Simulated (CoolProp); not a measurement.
Aqueous potassium formate as a coolant, at 25 °C, 1 atm.

Computed with CoolProp (Melinder's fits for secondary coolants).

```json
[
 {"mass %": "5.5", "freezing point (°C)": "-2.5", "cp (kJ/(kg K))": "3.974", "viscosity (mPa s)": "0.994", "density (kg/m³)": "1031", "Prandtl number": "6.65"},
 {"mass %": "10.9", "freezing point (°C)": "-5.4", "cp (kJ/(kg K))": "3.779", "viscosity (mPa s)": "1.06", "density (kg/m³)": "1064", "Prandtl number": "6.90"},
 {"mass %": "16.4", "freezing point (°C)": "…", "cp (kJ/(kg K))": "…", "viscosity (mPa s)": "1.15", "density (kg/m³)": "1097", "Prandtl number": "…"},
 {"mass %": "21.8", "freezing point (°C)": "-13.1", "cp (kJ/(kg K))": "3.405", "viscosity (mPa s)": "1.27", "density (kg/m³)": "1132", "Prandtl number": "7.69"},
 {"mass %": "27.2", "freezing point (°C)": "-18.1", "cp (kJ/(kg K))": "3.235", "viscosity (mPa s)": "1.42", "density (kg/m³)": "…", "Prandtl number": "8.30"},
 {"mass %": "32.6", "freezing point (°C)": "-24.3", "cp (kJ/(kg K))": "3.078", "viscosity (mPa s)": "1.58", "density (kg/m³)": "1206", "Prandtl number": "8.97"},
 {"mass %": "38.1", "freezing point (°C)": "-32.0", "cp (kJ/(kg K))": "2.934", "viscosity (mPa s)": "1.75", "density (kg/m³)": "1246", "Prandtl number": "9.74"}
]
```

Fill in the missing entries.


- 16.4, freezing point (°C): -9.0
- 16.4, cp (kJ/(kg K)): 3.587
- 16.4, Prandtl number: 7.22
- 27.2, density (kg/m³): 1168
